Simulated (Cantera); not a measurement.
An isothermal, constant-pressure homogeneous reactor starts with 18.7 % H2, 11.0 % O2, 70.3 % N2, equivalence ratio 0.85, at 1248 K and 0.180 bar.

Computed with Cantera and GRI-Mech 3.0 (53 species, 325 reactions). The temperature is held fixed by assumption; the heat of reaction is taken as removed at once.

x: mole fraction; the columns are a selection and need not sum to one.

```
t (s)         x H2    x O2     x OH     x NO     x NO2       x O       x H
--------  --------  ------  -------  -------  --------  --------  --------
0.000300    0.0471  0.0514        ?  8.56e-7  1.74e-11    0.0127    0.0753
0.00107     0.0157  0.0285        ?  1.31e-5  3.95e-10   0.00489    0.0249
0.00382    0.00406  0.0200        ?  1.55e-5   1.29e-9  0.000757   0.00231
0.0136    0.000424  0.0183        ?  1.57e-5   1.09e-8   6.71e-5   6.83e-5
0.0486     3.43e-5  0.0182        ?  1.56e-5   4.29e-8   5.49e-6   1.61e-6
0.173      4.17e-6  0.0182        ?  1.56e-5   4.37e-8   7.21e-7   7.37e-8
0.618      7.92e-7  0.0182        ?  1.57e-5   2.63e-8   1.44e-7   6.43e-9
2.20       2.19e-7  0.0182        ?  1.57e-5   2.20e-8   4.00e-8  9.51e-10
7.86       1.24e-7  0.0182  6.83e-6  1.57e-5   2.60e-8   2.20e-8  4.02e-10
28.0       1.20e-7  0.0182  6.72e-6  1.57e-5   2.64e-8   2.13e-8  3.84e-10
100        1.20e-7  0.0182  6.72e-6  1.57e-5   2.64e-8   2.13e-8  3.84e-10
```

Problem. Complete the blanks.

Solution. 
- 0.000300, x OH: 0.00484
- 0.00107, x OH: 0.00304
- 0.00382, x OH: 0.00126
- 0.0136, x OH: 0.000372
- 0.0486, x OH: 0.000108
- 0.173, x OH: 3.91e-5
- 0.618, x OH: 1.75e-5
- 2.20, x OH: 9.22e-6
